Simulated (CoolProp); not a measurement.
Vapour-liquid equilibrium of CHF3 (R23) (1) + R125 (2) at 0.328 MPa; x and y are mole fractions of (1).

Values from CoolProp's multi-fluid Helmholtz-energy mixture model, Penoncello 2003 and Lemmon 2005; pair parameters Bell 2016.

```
x     bubble temperature, mixture model (°C)  bubble temperature, Raoult's law (°C)  y, mixture model  y, Raoult's law
----  --------------------------------------  -------------------------------------  ----------------  ---------------
0.05                                   -24.2                                  -24.7             0.155            0.183
0.15                                   -30.4                                  -31.3               [?]            0.440
0.25                                   -35.8                                  -36.7             0.570            0.607
0.35                                   -40.5                                  -41.2             0.692            0.721
0.45                                   -44.5                                  -45.0             0.781            0.803
0.55                                   -47.9                                  -48.2             0.845            0.862
0.65                                     [?]                                  -51.1               [?]            0.907
0.75                                   -53.5                                  -53.6             0.932            0.942
0.85                                   -55.8                                  -55.9             0.963            0.969
0.95                                   -57.9                                  -57.9               [?]            0.991
```

Problem. Fill in the missing entries.

Solution. 
- 0.15, y, mixture model: 0.397
- 0.65, bubble temperature, mixture model (°C): -50.9
- 0.65, y, mixture model: 0.894
- 0.95, y, mixture model: 0.989

The largest gap from Raoult's law is +0.9 K in bubble temperature, at x = 0.15. No azeotrope shows between x = 0.05 and 0.95.

The pair parameters rest on a limited set of measurements; away from them the model extrapolates.
